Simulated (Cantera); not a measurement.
A Cantera script and its output.

```python
import numpy as np
import cantera as ct

gas = ct.Solution("gri30.yaml")
gas.TPX = 2075, 110000, {'CH4': 1, 'H2O': 2.5, 'N2': 0.014}
reactor = ct.IdealGasConstPressureReactor(gas, energy="off", clone=False)
net = ct.ReactorNet([reactor])
net.rtol, net.atol = 1e-08, 1e-18
show = ['CH4', 'H2O', 'CH3', 'OH', 'C2H2', 'O2', 'H2']
times = np.geomspace(0.0003, 2, 13)

steps = ct.SolutionArray(gas, extra=["t"])
rows = []
print(f"{'t/s':>10s}{'T/K':>9s}{'P/Pa':>11s}" + "".join(f"{s:>11s}" for s in show))
for t in times:
    while net.time < t:
        t_next = net.step()
        steps.append(gas.state, t=t_next)
    rows.append([np.interp(t, steps.t, y) for y in (steps.T, steps.P, *steps(*show).X.T)])
    print(f"{t:10.3e}{rows[-1][0]:9.1f}{rows[-1][1]:11.4g}" + "".join(f"{x:11.3e}" for x in rows[-1][2:]))
rate = np.gradient(steps.T, steps.t)
print("integrator steps:", len(steps.t))
if steps.T.max() > steps.T[0] + 200:
    print(f"time of steepest temperature rise: {steps.t[rate.argmax()]:.4e} s")
gas.TPX = 2075, 110000, {'CH4': 1, 'H2O': 2.5, 'N2': 0.014}
gas.equilibrate("TP")
print(f"equilibrium (TP): T = {gas.T:.1f} K  " + "  ".join(f"{s} {gas[s].X[0]:.3e}" for s in show))
```

Output:

```
       t/s      T/K       P/Pa        CH4        H2O        CH3         OH       C2H2         O2         H2
 3.000e-04   2075.0    1.1e+05  2.744e-02  5.212e-01  2.310e-03  2.584e-04  8.052e-02  2.177e-07  3.340e-01
 6.249e-04   2075.0    1.1e+05  1.729e-02  4.781e-01  1.469e-03  2.372e-04  7.222e-02  1.836e-07  3.755e-01
 1.301e-03   2075.0    1.1e+05  1.357e-02  4.234e-01  1.091e-03  1.987e-04  5.535e-02  1.364e-07  4.209e-01
 2.711e-03   2075.0    1.1e+05  1.065e-02  3.628e-01  7.949e-04  1.582e-04  3.485e-02  9.524e-08  4.695e-01
 5.646e-03   2075.0    1.1e+05  7.022e-03  3.079e-01  4.916e-04  1.261e-04  1.608e-02  6.798e-08  5.139e-01
 1.176e-02   2075.0    1.1e+05  3.175e-03  2.710e-01  2.128e-04  1.064e-04  3.994e-03  5.287e-08  5.446e-01
 2.449e-02   2075.0    1.1e+05  4.836e-04  2.573e-01  3.179e-05  9.908e-05  2.006e-04  4.725e-08  5.570e-01
 5.102e-02   2075.0    1.1e+05  1.792e-06  2.560e-01  1.192e-07  9.986e-05  1.166e-07  4.806e-08  5.583e-01
 1.063e-01   2075.0    1.1e+05  3.493e-09  2.560e-01  2.328e-10  9.990e-05  7.110e-13  4.810e-08  5.583e-01
 2.213e-01   2075.0    1.1e+05  3.491e-09  2.560e-01  2.327e-10  9.990e-05  6.993e-13  4.810e-08  5.583e-01
 4.610e-01   2075.0    1.1e+05  3.491e-09  2.560e-01  2.327e-10  9.990e-05  6.993e-13  4.810e-08  5.583e-01
 9.602e-01   2075.0    1.1e+05  3.491e-09  2.560e-01  2.327e-10  9.990e-05  6.993e-13  4.810e-08  5.583e-01
 2.000e+00   2075.0    1.1e+05  3.491e-09  2.560e-01  2.327e-10  9.990e-05  6.993e-13  4.810e-08  5.583e-01
integrator steps: 1740
equilibrium (TP): T = 2075.0 K  CH4 4.126e-09  H2O 2.560e-01  CH3 2.750e-10  OH 9.990e-05  C2H2 8.243e-13  O2 4.810e-08  H2 5.583e-01
```

Computed with Cantera and GRI-Mech 3.0 (53 species, 325 reactions).
